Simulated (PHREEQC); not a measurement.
Solution (25 °C): 0.003 mol/kgw HF, 0.004 mol/kgw NaF, 0.0011 mol/kgw H4SiO4 and 0.0079 mol/kgw H3PO4. Closed to the air; pH follows from the charge balance.

Equilibrium calculation in PHREEQC: ion-association model, phreeqc.dat.

Each row changes one thing in this solution. This is a speciation only: nothing precipitates in the calculation.

```
case                               pH  ionic strength (mol/kgw)  HF (mol/kgw)  F- (mol/kgw)  HF2- (mol/kgw)  NaF (mol/kgw)
-------------------------------  ----  ------------------------  ------------  ------------  --------------  -------------
as made                          2.50                   0.00820       0.00216      0.000496         4.10e-6        9.42e-7
diluted 10-fold with water       3.18                   0.00108      0.000340      0.000358         4.68e-7        7.65e-8
0.00019 mol/kgw HCl added        2.48                   0.00832       0.00218      0.000485         4.05e-6        9.20e-7
H4SiO4 left out                  2.54                   0.00712       0.00553       0.00140         2.98e-5        2.70e-6
HF from 0.003 to 0.0045 mol/kgw  2.46                   0.00866       0.00254      0.000544         5.31e-6        1.03e-6
NaF from 0.004 to 0.04 mol/kgw   3.81                    0.0408       0.00556        0.0291        0.000621       0.000453
H3PO4 left out                   3.78                   0.00470      0.000721       0.00312         8.62e-6        6.17e-6
temperature from 25 to 5 °C      2.44                   0.00879       0.00130      0.000376         1.52e-6        7.14e-7
```

Complexes and solids missing from the database can't appear. Some of these states are supersaturated (in Quartz (slow to form), Chalcedony (slow to form), for instance). At this temperature some constants are extrapolated from 25 °C, and those without enthalpy data are left unchanged. SiF6-2 is the database's only silicon fluoride.
